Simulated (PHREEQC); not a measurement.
AlCl3 is added in steps, without added water, to 1 kg of water holding 0.02 mol HF and 4.7e-05 mol CsF, at 20 °C. Oxygen alone is held at its pressure in air (log pO2 = -0.68). CO2 from the air is kept out. Only these solids could form: Al(OH)3(a).

Base run: PHREEQC, ion-association model, wateq4f.dat. Each further column changes one thing. The table gives HF (mol/kgw).

```json
[
 {"AlCl3 added (mol)": "0", "base": "0.0149", "temperature from 20 to 50 °C": "[?]", "0.0016 mol/kgw LiOH added": "[?]", "CsF from 4.7e-05 to 2.35e-05 mol/kgw": "0.0149", "no solid may form": "0.0149"},
 {"AlCl3 added (mol)": "0.003", "base": "0.00924", "temperature from 20 to 50 °C": "0.0102", "0.0016 mol/kgw LiOH added": "0.00904", "CsF from 4.7e-05 to 2.35e-05 mol/kgw": "0.00922", "no solid may form": "0.00924"},
 {"AlCl3 added (mol)": "0.00675", "base": "0.00245", "temperature from 20 to 50 °C": "0.00308", "0.0016 mol/kgw LiOH added": "0.00235", "CsF from 4.7e-05 to 2.35e-05 mol/kgw": "0.00244", "no solid may form": "0.00245"},
 {"AlCl3 added (mol)": "0.00975", "base": "0.000425", "temperature from 20 to 50 °C": "0.000631", "0.0016 mol/kgw LiOH added": "0.000395", "CsF from 4.7e-05 to 2.35e-05 mol/kgw": "0.000421", "no solid may form": "0.000425"},
 {"AlCl3 added (mol)": "0.0135", "base": "8.06e-5", "temperature from 20 to 50 °C": "0.000124", "0.0016 mol/kgw LiOH added": "7.42e-5", "CsF from 4.7e-05 to 2.35e-05 mol/kgw": "8.02e-5", "no solid may form": "8.06e-5"},
 {"AlCl3 added (mol)": "0.0165", "base": "3.82e-5", "temperature from 20 to 50 °C": "[?]", "0.0016 mol/kgw LiOH added": "3.52e-5", "CsF from 4.7e-05 to 2.35e-05 mol/kgw": "3.81e-5", "no solid may form": "3.82e-5"},
 {"AlCl3 added (mol)": "0.02025", "base": "2.00e-5", "temperature from 20 to 50 °C": "3.07e-5", "0.0016 mol/kgw LiOH added": "1.84e-5", "CsF from 4.7e-05 to 2.35e-05 mol/kgw": "2.00e-5", "no solid may form": "2.00e-5"},
 {"AlCl3 added (mol)": "0.02325", "base": "1.37e-5", "temperature from 20 to 50 °C": "[?]", "0.0016 mol/kgw LiOH added": "[?]", "CsF from 4.7e-05 to 2.35e-05 mol/kgw": "1.37e-5", "no solid may form": "1.37e-5"},
 {"AlCl3 added (mol)": "0.027", "base": "9.62e-6", "temperature from 20 to 50 °C": "1.47e-5", "0.0016 mol/kgw LiOH added": "8.85e-6", "CsF from 4.7e-05 to 2.35e-05 mol/kgw": "9.59e-6", "no solid may form": "9.62e-6"},
 {"AlCl3 added (mol)": "0.03", "base": "7.68e-6", "temperature from 20 to 50 °C": "[?]", "0.0016 mol/kgw LiOH added": "7.07e-6", "CsF from 4.7e-05 to 2.35e-05 mol/kgw": "7.66e-6", "no solid may form": "7.68e-6"}
]
```

### Question
Complete the blanks.

### Answer

- 0, temperature from 20 to 50 °C: 0.0164
- 0, 0.0016 mol/kgw LiOH added: 0.0141
- 0.0165, temperature from 20 to 50 °C: 5.87e-5
- 0.02325, temperature from 20 to 50 °C: 2.11e-5
- 0.02325, 0.0016 mol/kgw LiOH added: 1.26e-5
- 0.03, temperature from 20 to 50 °C: 1.17e-5

wateq4f.dat counts part of the HF as a dimer, H2F2, which phreeqc.dat doesn't know; its constant is uncertain. Fluoro complexes past AlF4- and FeF3 are missing from the database. Away from 25 °C the constants follow the database's enthalpies or fits; those with neither stay at their 25 °C values.
